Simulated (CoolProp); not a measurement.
Properties of carbon dioxide at several states (Tc = 31.0 °C, pc = 73.77 bar, ω = 0.224).

Model: reference Helmholtz-energy equation of state, Span 1996, in CoolProp.

```tsv
T (°C)	p (bar)	phase	cv (kJ/(kg K))	speed of sound (m/s)	viscosity (µPa s)	Prandtl number
176.35	22.8	gas	0.7998	320.7	22.1	0.761
494.45	4.72	gas	0.9673	416.8	33.9	0.725
350.85	1.29	gas	0.8998	377.7	28.8	0.731
```

Viscosity comes from a separate model (Laesecke 2017). Thermal conductivity comes from a separate model (Huber 2016).
